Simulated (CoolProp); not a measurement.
n-pentane along the isobar 0.505 MPa: density (kg/m³) from the reference equation and from simpler models built on Tc = 469.7 K, pc = 3.368 MPa, ω = 0.251; each cubic takes its own stable root.

Computed with CoolProp (reference Helmholtz-energy equation of state, Thol 2019).

```
T (K)   phase  reference  Soave-Redlich-Kwong  Peng-Robinson
-----  ------  ---------  -------------------  -------------
213.9  liquid      700.4                632.1          710.1
231.3  liquid      684.7                620.8          698.1
248.7  liquid      668.9                608.5          685.0
266.1  liquid      652.7                595.1          670.8
283.5  liquid      636.1                580.7          655.3
300.9  liquid      619.0                564.9          638.2
318.3  liquid      601.1                547.5          619.4
335.7  liquid      582.3                528.4          598.4
353.1  liquid      562.2                506.9          574.7
370.5     gas      13.58                13.43          13.53
387.9     gas      12.66                12.58          12.67
405.3     gas      11.90                11.85          11.94
422.7     gas      11.25                11.22          11.30
440.1     gas      10.68                10.66          10.73
457.5     gas      10.17                10.17          10.23
474.9     gas      9.726                9.722          9.780
```
